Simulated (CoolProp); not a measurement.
Vapour-liquid equilibrium of diethyl ether (1) + acetone (2) at 407.8 K; x and y are mole fractions of (1).

Values from CoolProp's multi-fluid Helmholtz-energy mixture model, Thol 2014 and Lemmon 2006; pair parameters Bell 2016.

| x | bubble pressure, mixture model (MPa) | bubble pressure, Raoult's law (MPa) | y, mixture model | y, Raoult's law |
|---|---|---|---|---|
| 0.05 | 0.8793 | 0.8608 | 0.087 | 0.078 |
| 0.2 | 1.007 | 0.9373 | 0.304 | 0.287 |
| 0.35 | 1.120 | 1.014 | 0.468 | 0.465 |
| 0.5 | 1.212 | 1.090 | 0.598 | 0.617 |
| 0.65 | 1.282 | 1.167 | 0.712 | 0.749 |
| 0.8 | 1.330 | 1.244 | 0.823 | 0.866 |
| 0.95 | 1.348 | 1.320 | 0.950 | 0.968 |

The largest gap from Raoult's law is +11.2 % in bubble pressure, at x = 0.5. y crosses x between x = 0.8 and 0.95: the model has an azeotrope there.

Pair parameters are fitted to limited data, so mixtures are less certain than the pure fluids.
